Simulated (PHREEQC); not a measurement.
Ca(OH)2 is added in steps, without added water, to 1 kg of water holding 0.0032 mol CuSO4, 0.00017 mol NiCl2, 0.19 mol NaF and 0.011 mol NaCl, at 25 °C. Oxygen is held at 0.21 atm. No CO2 enters from the air. Solids allowed: Gypsum, Fluorite, Portlandite, Cu(OH)2, Brochantite, Antlerite, Atacamite, Ni(OH)2, Ni4(OH)6SO4, Halite, Mirabilite, Chalcanthite, Morenosite, CuF2:2H2O. Others were left out.

Base run: PHREEQC, ion-association model, wateq4f.dat. Each further column changes one thing. The table gives pH.

```
Ca(OH)2 added (mol)   base  Davies equation for every ion  Debye-Hückel limiting law  all activity coefficients set to 1  metal-ligand complexes left out
-------------------  -----  -----------------------------  -------------------------  ----------------------------------  -------------------------------
0                     5.37                           5.39                       5.56                                5.29                             5.22
0.000475              5.45                           5.46                       5.63                                5.37                             5.30
0.0008312             5.51                           5.53                       5.70                                5.44                             5.37
0.001306              5.63                           5.65                       5.81                                5.57                             5.49
0.001662              5.76                           5.78                          ?                                5.71                             5.63
0.002138              6.11                           6.12                          ?                                6.08                             6.00
0.002494              7.87                           7.88                          ?                                7.80                             7.72
0.002969              8.02                           8.03                       7.87                                8.20                             8.07
0.003325              8.05                           8.06                          ?                                8.22                             8.09
0.0038               10.79                          10.81                      10.71                               10.94                            10.79
```

Problem. What belongs in the gaps?

Solution. 
- 0.001662, Debye-Hückel limiting law: 5.93
- 0.002138, Debye-Hückel limiting law: 6.26
- 0.002494, Debye-Hückel limiting law: 7.83
- 0.003325, Debye-Hückel limiting law: 8.11

The database's constant for dissolved Cu(OH)2 is higher than later reviews accept. The database's Ni(OH)2 is the aged solid; a fresh precipitate is more soluble.
